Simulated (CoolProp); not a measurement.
Carbon monoxide along the isotherm 104.3 K: density (kg/m³) from the reference equation and from simpler models built on Tc = 132.9 K, pc = 3.498 MPa, ω = 0.050; each cubic takes its own stable root.

Model: reference Helmholtz-energy equation of state, Lemmon 2006, in CoolProp. It is a short technical equation, of lower accuracy than the large ones.

| p (MPa) | phase | reference |
|---|---|---|
| 0.194 | gas | 6.516 |
| 0.389 | gas | 13.66 |
| 0.583 | gas | 21.55 |
| 0.777 | liquid | 681.9 |
| 0.972 | liquid | 683.1 |
| 1.17 | liquid | 684.2 |
| 1.36 | liquid | 685.3 |
| 1.55 | liquid | 686.4 |
| 1.75 | liquid | 687.5 |

How far does each simpler model (van der Waals, Redlich-Kwong, Soave-Redlich-Kwong, Peng-Robinson) lie from the reference over these 9 states: mean and median of the absolute difference, and the worst?


- van der Waals: mean 42.7 %, median 31.7 %, worst -95.8 % at 104.3 K and 0.777 MPa
- Redlich-Kwong: mean 1.9 %, median 2.7 %, worst -3.1 % at 104.3 K and 0.777 MPa
- Soave-Redlich-Kwong: mean 1.8 %, median 2.6 %, worst -2.9 % at 104.3 K and 0.777 MPa
- Peng-Robinson: mean 7.0 %, median 10.1 %, worst +10.4 % at 104.3 K and 1.75 MPa

At some of these states van der Waals gives the other phase, because its saturation line lies elsewhere.
